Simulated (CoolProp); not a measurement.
Vapour pressure (kPa) of carbon monoxide: the reference equation beside estimates from Tc = 132.9 K, pc = 3498 kPa, ω = 0.050.

Model: reference Helmholtz-energy equation of state, Lemmon 2006, in CoolProp. It is a short technical equation, of lower accuracy than the large ones.

```
T (K)  reference  van der Waals  Redlich-Kwong  Peng-Robinson
-----  ---------  -------------  -------------  -------------
83.4       123.3          392.5          113.4          125.0
88.7       211.2          548.3          202.4          212.8
94         339.2          740.3          334.5          340.4
99.3       516.7          971.6          519.5          517.7
104.6      753.6           1245          766.9          754.8
109.8       1054           1556           1079           1056
115.1       1439           1919           1477           1444
120.4       1916           2331           1964           1926
```

Absolute difference from the reference over all 8 rows, mean and median: van der Waals 94.0 and 76.6 %, Redlich-Kwong 2.9 and 2.4 %, Peng-Robinson 0.5 and 0.4 %.
